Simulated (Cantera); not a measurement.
Standard-state values (1 bar) from the NASA 1993 polynomials, evaluated with Cantera. Values are per mole of reaction as written; species without (g) are pure solids or liquids, kept so even where they would boil at 1 bar. TaC: taken at fixed stoichiometry.

Q: Between 300 and 2800 K, where is each reaction favourable under standard conditions?
- 2 TaC + C2H4(g) → 2 Ta + 2 C2H2(g)

A: 
- 2 TaC + C2H4(g) → 2 Ta + 2 C2H2(g): ΔG° is 638 kJ at 300 K and 170 kJ at 2800 K; it stays positive (K < 1). ΔH° is 677 kJ and ΔS° 181 J/K at 2800 K.
